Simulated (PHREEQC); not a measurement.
Make-up at 25 °C: 0.0016 mol/kgw HF, 0.00017 mol/kgw NH4HF2 and 5.6e-05 mol/kgw H3PO4. Closed to the air; pH follows from the charge balance.

The numbers come from PHREEQC with the ion-association model, phreeqc.dat.

| quantity | before | after |
|---|---|---|
| pH | 3.11 | 3.60 |
| ionic strength (mol/kgw) | 0.000967 | 0.000293 |
| HF (mol/kgw) | 0.00102 | 0.000106 |
| F- (mol/kgw) | 0.000913 | 0.000282 |
| H2PO4- (mol/kgw) | 5.05e-5 | 1.08e-5 |
| H3PO4 (mol/kgw) | 5.53e-6 | 3.96e-7 |

What was changed between the two runs?
A. H3PO4 from 5.6e-05 to 1.12e-05 mol/kgw
B. diluted 5-fold with water
C. H3PO4 from 5.6e-05 to 0.000112 mol/kgw
D. HF from 0.0016 to 0.00032 mol/kgw
E. NH4HF2 from 0.00017 to 0.00085 mol/kgw

B, diluted 5-fold with water

This is a speciation only: nothing precipitates in the calculation.
